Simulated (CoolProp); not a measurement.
Vapour-liquid equilibrium of R125 (1) + n-butane (2) at 19.15 °C; x and y are mole fractions of (1).

Model: multi-fluid Helmholtz-energy mixture model, Lemmon 2005 and Bücker 2006; pair parameters Bell 2016, in CoolProp.

```
x      bubble pressure (MPa)  y at the bubble point  dew pressure at overall composition x (MPa)  liquid density (mol/L)
-----  ---------------------  ---------------------  -------------------------------------------  ----------------------
0.05                  0.3685                  0.450                                       0.2128                   9.968
0.125                 0.5626                  0.645                                       0.2314                   9.958
0.2                   0.7020                  0.721                                       0.2533                   9.942
0.275                 0.8002                  0.761                                       0.2796                   9.923
0.35                  0.8697                  0.785                                       0.3119                   9.902
0.425                 0.9208                  0.803                                       0.3524                   9.881
0.5                   0.9612                  0.818                                       0.4045                   9.863
0.575                 0.9964                  0.831                                       0.4740                   9.852
0.65                   1.030                  0.846                                       0.5709                   9.853
0.725                  1.064                  0.865                                       0.7118                   9.871
0.8                    1.099                  0.888                                       0.9121                   9.913
0.875                  1.133                  0.919                                        1.081                   9.985
0.95                   1.163                  0.962                                        1.156                   10.09
```

No azeotrope shows between x = 0.05 and 0.95.

Pair parameters are fitted to limited data, so mixtures are less certain than the pure fluids. With so large a gap from Raoult's law the liquid may split in two, which this calculation doesn't test in full.
